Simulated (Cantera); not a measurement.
An isothermal, constant-pressure homogeneous reactor starts with H2 : O2 = 0.016 : 1 (molar parts), equivalence ratio 0.0080, at 1325 K and 0.0237 atm.

Computed with Cantera and the H2/O2 subset of GRI-Mech 3.0, which has no nitrogen chemistry. Radical loss at walls, strong at low pressure, is not modelled.

x: mole fraction; the columns are a selection and need not sum to one.

```json
[
 {"t (s)": "0.000800", "x H2": "0.0157", "x O2": "0.984", "x OH": "6.29e-6", "x HO2": "1.93e-7", "x H2O": "9.06e-6", "x H": "1.19e-6"},
 {"t (s)": "0.00205", "x H2": "0.00367", "x O2": "0.973", "x OH": "0.00339", "x HO2": "2.25e-6", "x H2O": "0.00980", "x H": "0.00117"},
 {"t (s)": "0.00528", "x H2": "9.44e-5", "x O2": "0.970", "x OH": "0.00168", "x HO2": "1.48e-6", "x H2O": "0.0145", "x H": "0.000733"},
 {"t (s)": "0.0136", "x H2": "(withheld)", "x O2": "0.972", "x OH": "0.00158", "x HO2": "1.40e-6", "x H2O": "0.0146", "x H": "(withheld)"},
 {"t (s)": "0.0348", "x H2": "6.23e-5", "x O2": "0.975", "x OH": "0.00137", "x HO2": "1.22e-6", "x H2O": "0.0149", "x H": "0.000386"},
 {"t (s)": "0.0894", "x H2": "3.38e-5", "x O2": "0.979", "x OH": "0.00101", "x HO2": "8.94e-7", "x H2O": "0.0152", "x H": "0.000151"},
 {"t (s)": "0.230", "x H2": "1.18e-5", "x O2": "0.982", "x OH": "0.000600", "x HO2": "4.89e-7", "x H2O": "0.0155", "x H": "3.08e-5"},
 {"t (s)": "0.590", "x H2": "2.87e-6", "x O2": "0.984", "x OH": "0.000297", "x HO2": "1.91e-7", "x H2O": "0.0157", "x H": "3.66e-6"},
 {"t (s)": "1.52", "x H2": "(withheld)", "x O2": "0.984", "x OH": "(withheld)", "x HO2": "(withheld)", "x H2O": "0.0158", "x H": "(withheld)"},
 {"t (s)": "3.89", "x H2": "1.38e-7", "x O2": "0.984", "x OH": "6.53e-5", "x HO2": "2.29e-8", "x H2O": "0.0158", "x H": "3.86e-8"},
 {"t (s)": "10.0", "x H2": "3.78e-8", "x O2": "0.984", "x OH": "3.42e-5", "x HO2": "1.83e-8", "x H2O": "0.0159", "x H": "5.56e-9"}
]
```

Q: Fill in the missing entries.

A: 
- 0.0136, x H2: 8.33e-5
- 0.0136, x H: 0.000605
- 1.52, x H2: 6.09e-7
- 1.52, x OH: 0.000137
- 1.52, x HO2: 6.02e-8
- 1.52, x H: 3.57e-7
